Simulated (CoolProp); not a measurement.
A simple Rankine cycle with water: condensing at 315.15 K, boiler at 1.72 MPa, turbine inlet 518.1 K, turbine efficiency 0.65, pump efficiency 0.8, no recuperator. Each further row changes one setting.

The numbers come from the reference Helmholtz-energy equation of state, Wagner 2002 in CoolProp.

| case | thermal efficiency (%) | net work (kJ/kg) | heat in (kJ/kg) | turbine exit temperature (K) | volume ratio over the turbine |
|---|---|---|---|---|---|
| as stated | 19.8 | (withheld) | 2720 | 315.1 | 124 |
| turbine inlet 538.1 K | (withheld) | 551 | 2770 | 315.1 | 120 |
| condensing temperature 307.15 K | 20.7 | 570 | 2760 | 307.1 | 185 |
| boiler pressure 1.2 MPa | 18.7 | 513 | 2750 | 315.1 | 86.4 |
| turbine efficiency 0.55 | 16.7 | (withheld) | 2720 | 315.1 | (withheld) |

**Question.** What belongs in the gaps?

**Answer.** 
- as stated, net work (kJ/kg): 539
- turbine inlet 538.1 K, thermal efficiency (%): 19.9
- turbine efficiency 0.55, net work (kJ/kg): 455
- turbine efficiency 0.55, volume ratio over the turbine: 129

The expansion ends wet for: as stated; turbine inlet 538.1 K; condensing temperature 307.15 K; boiler pressure 1.2 MPa; turbine efficiency 0.55.
